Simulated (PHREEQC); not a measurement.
Consider water at 25 °C with 1.2 mol NaOH and 0.33 mol NaHCO3 per kg of water. Closed to the air; pH follows from the charge balance.

Model: Pitzer model, pitzer.dat, run in PHREEQC.

This is a speciation only: nothing precipitates in the calculation.

Problem. What pH does the model give?

Solution. pH 13.79.

Complexes and solids missing from the database can't appear. In brines, pH and single-ion activities rest on the MacInnes convention.
